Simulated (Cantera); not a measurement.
A freely propagating, adiabatic, planar premixed flame of 33.6 % H2, 18.4 % O2, 48.0 % N2, equivalence ratio 0.91, unburnt at 323 K and 233 Torr; mixture-averaged transport, grid criteria slope 0.08 and curve 0.16, no radiation.

Detailed kinetics in Cantera: the H2/O2 subset of GRI-Mech 3.0, which has no nitrogen chemistry. Burning velocities carry a grid error of a few per cent, more on coarse grids.

x: mole fraction of selected species; z is measured from the peak of heat release.

| z (mm) | T (K) | u (m/s) | x H2 | x O2 | x OH | x H | x H2O | x HO2 |
|---|---|---|---|---|---|---|---|---|
| -4.57 | 323 | 3.20 | 0.336 | 0.184 | <1e-8 | <1e-8 | <1e-8 | <1e-8 |
| -3.05 | 323 | 3.20 | 0.336 | 0.184 | <1e-8 | <1e-8 | <1e-8 | <1e-8 |
| -2.28 | 323 | 3.20 | 0.336 | 0.184 | <1e-8 | <1e-8 | <1e-8 | <1e-8 |
| -1.52 | 323 | 3.20 | 0.336 | 0.184 | <1e-8 | <1e-8 | <1e-8 | <1e-8 |
| -0.761 | 327 | 3.23 | 0.334 | 0.185 | [?] | [?] | [?] | [?] |
| -0.381 | 580 | 5.57 | 0.298 | 0.183 | 0.00126 | 0.00464 | 0.0169 | 0.000180 |
| 0 | 1104 | 10.2 | 0.172 | 0.140 | 0.00334 | 0.0457 | 0.118 | 5.22e-5 |
| 0.381 | 1441 | 13.1 | 0.0671 | 0.0681 | 0.0110 | 0.0744 | 0.241 | 2.20e-5 |
| 0.761 | 1594 | 14.4 | 0.0499 | 0.0510 | 0.0154 | 0.0698 | 0.269 | 1.42e-5 |
| 1.52 | 1758 | 15.7 | 0.0487 | 0.0456 | 0.0194 | 0.0561 | 0.281 | 1.03e-5 |
| 3.05 | [?] | 17.1 | 0.0470 | [?] | [?] | [?] | 0.294 | [?] |
| 6.09 | 2112 | 18.4 | 0.0428 | 0.0367 | 0.0250 | 0.0285 | 0.309 | 5.04e-6 |
| 12.2 | 2278 | 19.6 | 0.0362 | 0.0324 | 0.0252 | 0.0179 | 0.327 | 3.82e-6 |

Question: Fill in the missing entries.

Answer: 
- -0.761, x OH: 2.38e-6
- -0.761, x H: 6.89e-7
- -0.761, x H2O: 3.51e-5
- -0.761, x HO2: 2.03e-5
- 3.05, T (K): 1936
- 3.05, x O2: 0.0411
- 3.05, x OH: 0.0229
- 3.05, x H: 0.0416
- 3.05, x HO2: 7.27e-6
